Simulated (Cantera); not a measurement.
A closed system holds: 1 mol Na₂CO₃, 0.61 mol H₂, 7.6 mol H₂O, held at 0.00960 bar.

Cantera equilibrium calculation (NASA polynomials, part measured and part estimated; ideal gas, pure solids and liquids). Candidate condensed phases: C, C₆H₆, C₇H₈, C₈H₁₈, H₂O, Na, NaOH, NaO₂, Na₂CO₃, Na₂O, Na₂O₂; 117 gas species. Kinetics and transport are ignored.

Which condensed phases are stable at each of these points (T (K)): 973, 1023, 1073, 1123, 1173, 1223, 1273, 1323?


```csv
T (K),condensed phases,Na condensed (%)
973,Na₂CO₃(s),99.7
1023,Na₂CO₃(s),99.1
1073,Na₂CO₃(s),97.5
1123,Na₂CO₃(s),93.3
1173,Na₂CO₃(l),84.1
1223,Na₂CO₃(l),64.7
1273,Na₂CO₃(l),28.4
1323,gas only,0.0
```

From 973 K to 1123 K the condensed part is Na₂CO₃(s). From 1173 K to 1273 K the condensed part is Na₂CO₃(l). At 1323 K nothing is condensed.
